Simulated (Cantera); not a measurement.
A perfectly stirred reactor is fed with NH₃ : H₂ = 1 : 2.1 (molar parts), at 2670 Pa; it is held at 2300 K, and followed from long to short residence time.

Detailed kinetics in Cantera: the gas-phase N/H chemistry of the illustrative SiF4/NH3 mechanism in the Surface Chemkin manual (1991). Walls and surfaces, which speed up NH3 decomposition in real reactors, are not modelled.

One state of this run: x NH₃ = 0.120; x H₂ = 0.801; x N₂H₄ = 1.81e-9; x N = 8.37e-6; x NH = 6.55e-5. x: mole fraction; the columns are a selection and need not sum to one.

**Question.** Which value of τ (s) does it belong to?
(A) 0.64
(B) 0.059
(C) 0.11
(D) 0.35

**Answer.** C, 0.11
